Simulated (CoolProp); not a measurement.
A single-stage vapour-compression cycle with CH2F2 (R32): evaporating at 207.15 K (dew point), condensing at 262.15 K (bubble point), superheat 0 K, subcooling 5 K, compressor efficiency 0.6, no pressure losses. Each further row changes one setting.

The numbers come from the reference Helmholtz-energy equation of state, Tillner-Roth 1997 in CoolProp.

```json
[
 {"case": "as stated", "cooling COP": "[?]", "pressure ratio": "12.2", "discharge temperature (K)": "415.4", "refrigerating effect (kJ/kg)": "316", "volumetric capacity (kJ/m³)": "451"},
 {"case": "evaporating temperature 212.15 K", "cooling COP": "2.08", "pressure ratio": "9.16", "discharge temperature (K)": "396.1", "refrigerating effect (kJ/kg)": "319", "volumetric capacity (kJ/m³)": "596"},
 {"case": "condensing temperature 257.15 K", "cooling COP": "2.02", "pressure ratio": "[?]", "discharge temperature (K)": "399.5", "refrigerating effect (kJ/kg)": "325", "volumetric capacity (kJ/m³)": "463"},
 {"case": "subcooling 10 K", "cooling COP": "[?]", "pressure ratio": "12.2", "discharge temperature (K)": "415.4", "refrigerating effect (kJ/kg)": "325", "volumetric capacity (kJ/m³)": "463"},
 {"case": "superheat 10 K", "cooling COP": "1.76", "pressure ratio": "12.2", "discharge temperature (K)": "431.3", "refrigerating effect (kJ/kg)": "[?]", "volumetric capacity (kJ/m³)": "438"}
]
```

Question: Fill in the missing entries.

Answer: 
- as stated, cooling COP: 1.80
- condensing temperature 257.15 K, pressure ratio: 10.2
- subcooling 10 K, cooling COP: 1.84
- superheat 10 K, refrigerating effect (kJ/kg): 324
